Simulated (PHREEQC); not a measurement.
Consider water at 25 °C with 0.028 mol KCl, 0.0012 mol K2SO4 and 0.012 mol KBr per kg of water. Closed to the air; pH follows from the charge balance.

All values are PHREEQC results (Pitzer model, pitzer.dat), not measurements.

| Property | Value |
|---|---|
| ionic strength | 0.0436 mol/kgw |
| specific conductance | 5550 µS/cm |
| osmotic coefficient | 0.940 |

| species | molality | activity | log γ |
|---|---|---|---|
| K+ | 0.0424 | 0.0349 | -0.085 |
| Cl- | 0.0280 | 0.0231 | -0.084 |
| Br- | 0.0120 | 0.00990 | -0.084 |
| SO4-2 | 0.00120 | 0.000519 | -0.364 |
| OH- | 1.24e-7 | 1.03e-7 | -0.080 |
| H+ | 1.18e-7 | 9.83e-8 | -0.078 |
| HSO4- | 5.94e-9 | 4.86e-9 | -0.087 |

Precipitation was switched off in this run.
